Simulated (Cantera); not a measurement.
An adiabatic, constant-pressure homogeneous reactor starts with H₂ : O₂ : N₂ = 1 : 0.5 : 1.88 (molar parts), equivalence ratio 1.0, at 1598 K and 750 Torr. Integrator tolerance rtol = 1e-08.

Model: the H2/O2 subset of GRI-Mech 3.0, which has no nitrogen chemistry, integrated in Cantera.

**Question.** What does this change do: initial temperature 1598 to 1025 K?

**Answer.** 
| quantity | before | after |
|---|---|---|
| time of steepest temperature rise | 9.74 µs | 0.199 ms |
| temperature at 0.200 s | 2886 K | 2701 K |
| equilibrium temperature | 2886 K | 2701 K |
| x(H₂) at 0.200 s | 0.0533 (gas-phase equilibrium 0.0533) | 0.0362 (gas-phase equilibrium 0.0362) |
| x(O₂) at 0.200 s | 0.0190 (gas-phase equilibrium 0.0190) | 0.0133 (gas-phase equilibrium 0.0133) |
| x(O) at 0.200 s | 0.0104 (gas-phase equilibrium 0.0104) | 0.00420 (gas-phase equilibrium 0.00420) |
| x(OH) at 0.200 s | 0.0351 (gas-phase equilibrium 0.0351) | 0.0219 (gas-phase equilibrium 0.0219) |
| x(H) at 0.200 s | 0.0255 (gas-phase equilibrium 0.0255) | 0.0109 (gas-phase equilibrium 0.0109) |

**Question.** What does this change do: initial temperature 1598 to 1675 K?

**Answer.** 
```csv
quantity,before,after
time of steepest temperature rise,9.74 µs,7.85 µs
temperature at 0.200 s,2886 K,2907 K
equilibrium temperature,2886 K,2907 K
x(H₂) at 0.200 s,0.0533 (gas-phase equilibrium 0.0533),0.0553 (gas-phase equilibrium 0.0553)
x(O₂) at 0.200 s,0.0190 (gas-phase equilibrium 0.0190),0.0197 (gas-phase equilibrium 0.0197)
x(O) at 0.200 s,0.0104 (gas-phase equilibrium 0.0104),0.0115 (gas-phase equilibrium 0.0115)
x(OH) at 0.200 s,0.0351 (gas-phase equilibrium 0.0351),0.0368 (gas-phase equilibrium 0.0368)
x(H) at 0.200 s,0.0255 (gas-phase equilibrium 0.0255),0.0279 (gas-phase equilibrium 0.0279)
```
